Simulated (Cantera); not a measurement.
A closed system holds: 1 mol trisilylamine, 2.1 mol N₂, equilibrated at 0.00220 bar.

Equilibrium computed with Cantera from the NASA thermochemical tables; the gas is ideal and each condensed phase is pure. Candidate condensed phases: Si, Si₃N₄; 18 gas species. The feed counts by its element totals alone. Gases not in the tables: Si₂H₆ and higher silanes. The numbers say what is thermodynamically allowed, not how fast it happens.

At 1452 °C, list the 4 most abundant gas species with their mole fractions, and the condensed phases.

H₂ 0.631, N₂ 0.365, H 0.00315, Si 0.000461. Condensed: Si(l).
